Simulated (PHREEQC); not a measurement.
Solution (20 °C): 0.061 mol/kgw NiSO4, 0.1 mol/kgw ZnCl2, 0.00049 mol/kgw HCl and 3.1e-05 mol/kgw Na2SO4. Closed to the air; pH follows from the charge balance.

Equilibrium calculation in PHREEQC: ion-association model, wateq4f.dat.

No solid was allowed to form.

**Question.** Order these Cl species by the share of Cl that they hold, largest first: NiCl2, ZnCl2, Cl-, NiCl+, ZnCl+.

**Answer.** Cl- (91 %), ZnCl+ (3.6 %), NiCl+ (2.6 %), NiCl2 (1.5 %), ZnCl2 (0.57 %)

The pH is 3.60 and the ionic strength 0.373 mol/kgw.
